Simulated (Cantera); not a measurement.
Cantera run:

```python
import numpy as np
import cantera as ct

gas_names = """
    H H2 Pb Pb2
""".split()
cond_names = """
    Pb(cr) Pb(L)
""".split()


# ... load() reads the species with a 1 bar reference pressure and builds the phases ...
atoms = {
    'Pb': {'Pb': 1},
    'H2': {'H': 2},
}
top_T = {}  # K; cautious upper limits of use, not melting points


# ... equilibrate(T, P, feed) seeds the gas with the atoms and calls Mixture.equilibrate('TP', solver="vcs", rtol=1e-11, max_steps=5000) ...
results = []
feed = {'Pb': 1, 'H2': 2.8}  # mol
T = 1398  # K
P = 10000  # Pa
mix = equilibrate(T, P, feed)
results.append((T, P, feed, dict(zip(mix.species_names, mix.species_moles))))
print(gas.report(threshold=0.001))
for i in range(1, mix.n_phases):
    print(f"{mix.phase(i).name:16s} {mix.phase_moles(i):12.5e} mol")
```

It prints:

```
       temperature   1398 K
          pressure   10000 Pa
           density   0.016785 kg/m^3
  mean mol. weight   19.51 kg/kmol
   phase of matter   gas

                          1 kg             1 kmol
                     ---------------   ---------------
          enthalpy         2.503e+06        4.8833e+07  J
   internal energy        1.9072e+06        3.7209e+07  J
           entropy             10294        2.0084e+05  J/K
    Gibbs function       -1.1888e+07       -2.3194e+08  J
 heat capacity c_p            1590.6             31032  J/K
 heat capacity c_v            1164.4             22718  J/K

                      mass frac. Y      mole frac. X     chem. pot. / RT
                     ---------------   ---------------   ---------------
                H2          0.094522           0.91474           -20.792
                Pb            0.9051          0.085224           -10.961
     [   +2 minor]        0.00037756        3.2052e-05

Pb(L)             7.39026e-01 mol
```

These are equilibrium values from Cantera (NASA tables, ideal gas, pure condensed phases), not measurements of a reactor.
